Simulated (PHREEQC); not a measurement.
0.017 g of hydrous ferric oxide (600 m²/g; 0.2 weak and 0.005 strong sites per Fe, Dzombak-Morel constants, diffuse double layer) in 1 kg of water with 0.005 mol/kgw of an inert sodium salt and 1.5e-06 mol/kgw Na2SeO4, at 25 °C; the pH is set by adding NaOH or the inert anion's acid. Oxygen alone is held at its pressure in air (log pO2 = -0.68). No CO2 enters from the air. No solid was allowed to form.

All values are PHREEQC results (ion-association model, wateq4f.dat), not measurements.

```json
[
 {"pH": "3", "Se sorbed (%)": "99.9", "surface charge σ (C/m²)": "0.280", "surface potential ψ (mV)": "211"},
 {"pH": "3.5", "Se sorbed (%)": "99.9", "surface charge σ (C/m²)": "0.224", "surface potential ψ (mV)": "203"},
 {"pH": "4", "Se sorbed (%)": "99.7", "surface charge σ (C/m²)": "0.168", "surface potential ψ (mV)": "190"},
 {"pH": "4.5", "Se sorbed (%)": "98.9", "surface charge σ (C/m²)": "0.119", "surface potential ψ (mV)": "172"},
 {"pH": "5", "Se sorbed (%)": "95.2", "surface charge σ (C/m²)": "0.081", "surface potential ψ (mV)": "[?]"},
 {"pH": "5.5", "Se sorbed (%)": "80.3", "surface charge σ (C/m²)": "0.054", "surface potential ψ (mV)": "132"},
 {"pH": "6", "Se sorbed (%)": "44.4", "surface charge σ (C/m²)": "0.035", "surface potential ψ (mV)": "111"},
 {"pH": "6.5", "Se sorbed (%)": "11.9", "surface charge σ (C/m²)": "0.022", "surface potential ψ (mV)": "88"},
 {"pH": "7", "Se sorbed (%)": "1.8", "surface charge σ (C/m²)": "0.013", "surface potential ψ (mV)": "62"},
 {"pH": "7.5", "Se sorbed (%)": "0.2", "surface charge σ (C/m²)": "0.006", "surface potential ψ (mV)": "[?]"},
 {"pH": "8", "Se sorbed (%)": "0.0", "surface charge σ (C/m²)": "0.001", "surface potential ψ (mV)": "6"},
 {"pH": "8.5", "Se sorbed (%)": "0.0", "surface charge σ (C/m²)": "-0.004", "surface potential ψ (mV)": "[?]"},
 {"pH": "9", "Se sorbed (%)": "0.0", "surface charge σ (C/m²)": "-0.009", "surface potential ψ (mV)": "-50"}
]
```

**Question.** Fill in the missing entries.

**Answer.** 
- 5, surface potential ψ (mV): 153
- 7.5, surface potential ψ (mV): 34
- 8.5, surface potential ψ (mV): -22

The oxide is taken as insoluble; below pH 4 it would dissolve.
